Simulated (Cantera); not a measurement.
Feed: 1 mol Si2Cl6, 0.86 mol Cl2, 210 mol N2, equilibrated at 875 °C and 49000 Pa.

Cantera equilibrium calculation (NASA polynomials, part measured and part estimated; ideal gas, pure solids and liquids). Candidate condensed phases: Si, Si3N4; 13 gas species. The feed counts by its element totals alone. N2 is the only nitrogen source here; it is nearly inert below about 1500 K, so the nitride shown seldom forms there in practice. The tables' values for SiCl3 are old estimates; treat these amounts as uncertain. The numbers say what is thermodynamically allowed, not how fast it happens.

Base state: N2 0.991, SiCl4 0.00907, SiCl3 4.71e-5 (mole fractions); condensed: Si3N4(s).

Question: What changes in the equilibrium state with this change: Si2Cl6 replaced by SiCl4?

Answer: 
```csv
species,before,after
N2,0.991,0.991
SiCl4,0.00907,0.00472
Cl2,<1e-9,0.00394
Cl,4.52e-8,0.000240
SiCl3,4.71e-5,4.62e-9
"Si3N4(s), mol",0.0224,0
```
